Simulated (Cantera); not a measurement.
Input: 1 mol CH3F, 0.24 mol F2, 1.2 mol H2, at 9.60 Pa.

Equilibrium computed with Cantera from the NASA thermochemical tables; the gas is ideal and each condensed phase is pure. Candidate condensed phases: C, C6H6, C7H8, C8H18; 95 gas species. Kinetics and transport are ignored. All values below are at 2950 °C.

Base state: H 0.684, F 0.176, C 0.120, HF 0.0144, C2 0.00310, CF 0.000985, C3 0.000920, H2 0.000503 (mole fractions); condensed: gas only.

Task: What changes in the equilibrium state with this change: F2 from 0.24 to 2.2 mol?

Result: 
| species | before | after |
|---|---|---|
| H | 0.684 | 0.446 |
| F | 0.176 | 0.445 |
| C | 0.120 | 0.0816 |
| HF | 0.0144 | 0.0236 |
| C2H | 1.78e-5 | 5.40e-6 |
| C3 | 0.000920 | 0.000293 |
| H2 | 0.000503 | 0.000214 |
